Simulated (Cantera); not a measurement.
An adiabatic, constant-volume homogeneous reactor starts with 11.8 % CO, 2.25 % H2, 18.1 % O2, 67.8 % N2, equivalence ratio 0.39, at 1425 K and 1.01 bar.

Detailed kinetics in Cantera: GRI-Mech 3.0 (53 species, 325 reactions).

### Question
Predict: time of steepest temperature rise; temperature at 0.400 s; equilibrium temperature; x(CO) at 0.400 s; x(H2) at 0.400 s; x(O2) at 0.400 s; x(NO2) at 0.400 s; x(H2O) at 0.400 s; x(O) at 0.400 s.

### Answer
* **time of steepest temperature rise**: 43.3 µs
* **temperature at 0.400 s**: 2523 K
* **equilibrium temperature**: 2523 K
* **x(CO) at 0.400 s**: 0.0111 (gas-phase equilibrium 0.0111)
* **x(H2) at 0.400 s**: 0.000320 (gas-phase equilibrium 0.000320)
* **x(O2) at 0.400 s**: 0.112 (gas-phase equilibrium 0.112)
* **x(NO2) at 0.400 s**: 1.37e-5 (gas-phase equilibrium 1.37e-5)
* **x(H2O) at 0.400 s**: 0.0208 (gas-phase equilibrium 0.0208)
* **x(O) at 0.400 s**: 0.00420 (gas-phase equilibrium 0.00420)
